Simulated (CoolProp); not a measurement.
Vapour-liquid equilibrium of CHF3 (R23) (1) + R11 (2) at 259.3 K; x and y are mole fractions of (1).

Values from CoolProp's multi-fluid Helmholtz-energy mixture model, Penoncello 2003 and Jacobsen 1992; pair parameters Bell 2016.

Give the bubble pressure and the first vapour's composition at x = 0.2, 0.35, 0.5. Is there an azeotrope?

x = 0.2: 7.900 bar, y = 0.970; x = 0.35: 11.16 bar, y = 0.978; x = 0.5: 12.56 bar, y = 0.981. No azeotrope shows between x = 0.05 and 0.95.

Pair parameters are fitted to limited data, so mixtures are less certain than the pure fluids. The gap from Raoult's law changes sign with composition, which may be real or a fault of the pair parameters; it wasn't checked against measurements. With so large a gap from Raoult's law the liquid may split in two, which this calculation doesn't test in full.
